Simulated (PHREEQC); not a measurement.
**Copper plating or etch bath**

Make-up at 25 °C and 10 atm: 0.037 mol/kgw Cu(NO3)2 and 0.0024 mol/kgw Na2SO4. Closed to the air; pH follows from the charge balance.

Equilibrium calculation in PHREEQC: ion-association model, phreeqc.dat.

No solid was allowed to form.

Question: What pH, specific conductance, density does the model give?

Answer: pH 4.46; specific conductance 7390 µS/cm; density 1.003 g/cm³.

Question: In which forms is Cu present?

Answer: Cu+2 97 %, CuSO4 3.2 % of the Cu.
